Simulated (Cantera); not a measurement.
Feed: 1 mol C, 1.5 mol H2, equilibrated at 2780 Torr.

Equilibrium computed with Cantera from the NASA thermochemical tables; the gas is ideal and each condensed phase is pure. Candidate condensed phases: C, C6H6, C7H8, C8H18; 76 gas species. The numbers say what is thermodynamically allowed, not how fast it happens.

x: gas mole fraction; n: condensed amount in mol.

```tsv
T (K)	x H2	x H	x C2H2 (acetylene)	x CH4	x CH3	n C(graphite)
1798	0.997	0.000183	[?]	0.00285	1.06e-5	0.995
1848	0.997	0.000275	[?]	0.00242	1.35e-5	0.996
1898	0.997	0.000406	[?]	0.00208	1.70e-5	0.996
1948	0.997	0.000587	[?]	0.00180	2.11e-5	0.996
1998	0.997	0.000833	[?]	0.00157	2.59e-5	0.995
2048	0.996	0.00116	[?]	0.00138	3.16e-5	0.995
2098	0.996	0.00160	[?]	0.00122	3.80e-5	0.994
2148	0.995	0.00216	[?]	0.00108	4.54e-5	0.993
2198	0.994	0.00289	[?]	0.000964	5.37e-5	0.991
2248	0.992	0.00380	[?]	0.000865	6.30e-5	0.989
2298	0.990	0.00495	[?]	0.000779	7.33e-5	0.986
```

Problem. Some entries are withheld; supply them.

Solution. 
- 1798, x C2H2 (acetylene): 0.000172
- 1848, x C2H2 (acetylene): 0.000257
- 1898, x C2H2 (acetylene): 0.000375
- 1948, x C2H2 (acetylene): 0.000537
- 1998, x C2H2 (acetylene): 0.000756
- 2048, x C2H2 (acetylene): 0.00104
- 2098, x C2H2 (acetylene): 0.00142
- 2148, x C2H2 (acetylene): 0.00191
- 2198, x C2H2 (acetylene): 0.00252
- 2248, x C2H2 (acetylene): 0.00329
- 2298, x C2H2 (acetylene): 0.00424
